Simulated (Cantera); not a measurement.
# Equilibrium for fluorocarbon and chlorocarbon gases: CF4 + H2 + CH4

Feed: 1 mol CF4, 0.12 mol H2, 0.23 mol CH4, at 1.70 Pa.

These are equilibrium values from Cantera (NASA tables, ideal gas, pure condensed phases), not measurements of a reactor. Candidate condensed phases: C, C6H6, C7H8, C8H18; 95 gas species. The numbers say what is thermodynamically allowed, not how fast it happens.

From 2175 K to 2475 K the condensed part is C(graphite). From 2575 K to 3075 K nothing is condensed. The main C-bearing gas is CF2 at 2175 K and C at 3075 K.

| T (K) | x F | x HF | x C | x H | x C3 | x CF | x CF2 | x C2 | n C(graphite) |
|---|---|---|---|---|---|---|---|---|---|
| 2175 | 0.687 | 0.293 | 5.73e-5 | 0.000472 | 8.51e-5 | 0.00703 | 0.0123 | 7.40e-6 | 1.15 |
| 2275 | 0.693 | 0.289 | 0.000326 | 0.00194 | 0.000617 | 0.0105 | 0.00520 | 5.45e-5 | 1.16 |
| 2375 | 0.690 | 0.280 | 0.00160 | 0.00704 | 0.00376 | 0.0150 | 0.00231 | 0.000339 | 1.10 |
| 2475 | 0.674 | 0.254 | 0.00692 | 0.0219 | 0.0197 | 0.0204 | 0.00105 | 0.00181 | 0.845 |
| 2575 | 0.633 | 0.192 | 0.0240 | 0.0541 | 0.0661 | 0.0233 | 0.000419 | 0.00686 | 0 |
| 2675 | 0.643 | 0.128 | 0.0482 | 0.100 | 0.0522 | 0.0180 | 0.000132 | 0.00956 | 0 |
| 2775 | 0.645 | 0.0694 | 0.0859 | 0.141 | 0.0339 | 0.0131 | 4.12e-5 | 0.0113 | 0 |
| 2875 | 0.637 | 0.0325 | 0.131 | 0.164 | 0.0160 | 0.00854 | 1.21e-5 | 0.0104 | 0 |
| 2975 | 0.629 | 0.0147 | 0.166 | 0.173 | 0.00494 | 0.00488 | 3.25e-6 | 0.00707 | 0 |
| 3075 | 0.626 | 0.00684 | 0.182 | 0.177 | 0.00113 | 0.00256 | 8.55e-7 | 0.00382 | 0 |
x: gas mole fraction; n: condensed amount in mol.
